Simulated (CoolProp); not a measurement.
Saturation properties of R1123 (Tc = 331.7 K, pc = 4.549 MPa, ω = 0.243).

Model: reference Helmholtz-energy equation of state, Akasaka 2020, in CoolProp.

```tsv
T (K)	p (MPa)	liquid cp (kJ/(kg K))	vapour Z
216.4	0.1270	1.289	0.9573
220.9	0.1577	1.298	0.9503
225.4	0.1937	1.308	0.9426
229.9	[?]	1.318	0.9342
234.4	[?]	1.329	[?]
238.9	0.3408	1.342	0.9150
243.4	0.4050	[?]	0.9042
248	0.4796	1.370	0.8924
252.5	[?]	1.387	0.8799
257	[?]	1.405	0.8665
261.5	[?]	1.424	0.8522
266	[?]	1.447	0.8369
```

Q: What belongs in the gaps?

A: 
- 229.9, p (MPa): 0.2358
- 234.4, p (MPa): 0.2846
- 234.4, vapour Z: 0.9250
- 243.4, liquid cp (kJ/(kg K)): 1.355
- 252.5, p (MPa): 0.5623
- 257, p (MPa): 0.6551
- 261.5, p (MPa): 0.7590
- 266, p (MPa): 0.8747

It boils at 211.9 K under 1 atm.
